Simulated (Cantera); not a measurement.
Charge: 1 mol CO, 0.28 mol NH3, 7.6 mol N2, 0.46 mol H2, held at 1500 K and 13.3 mbar.

These are equilibrium values from Cantera (NASA tables, ideal gas, pure condensed phases), not measurements of a reactor. Candidate condensed phases: C, C6H6, C7H8, C8H18, H2O; 136 gas species. Equilibrium is a limit: real reactors are often held back by kinetics, nucleation or transport.

Task: What is the equilibrium state?

Result: 
| Property | Result |
|---|---|
| x(N2) | 0.805 |
| x(CO) | 0.104 |
| x(H2) | 0.0914 |
| x(H) | 4.61e-5 |
| x(HCN) | 9.39e-6 |
| x(H2O) | 6.64e-6 |
| x(CO2) | 2.92e-6 |
| gas amount | 9.620 mol |
| log10 activity of C(graphite) (absent) | -1.48 |
